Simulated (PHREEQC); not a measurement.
Solution (20 °C): 0.002 mol CuSO4, 0.0065 mol HCl and 0.00057 mol NaCl per kg of water. Closed to the air; pH follows from the charge balance.

Computed with PHREEQC (ion-association model, phreeqc.dat).

```tsv
quantity	before	after
pH	2.26	4.19
ionic strength (mol/kgw)	0.0133	0.000150
Cu+2 (mol/kgw)	0.00179	1.99e-5
SO4-2 (mol/kgw)	0.00135	1.98e-5
HSO4- (mol/kgw)	0.000458	1.06e-7
CuSO4 (mol/kgw)	0.000194	6.96e-8
SI of Halite (NaCl)	-7.06	-10.97
```

Which change was made?
(A) CuSO4 from 0.002 to 0.0022 mol/kgw
(B) diluted 100-fold with water
(C) NaCl from 0.00057 to 0.000855 mol/kgw
(D) temperature from 20 to 55 °C

B, diluted 100-fold with water

This is a speciation only: nothing precipitates in the calculation.
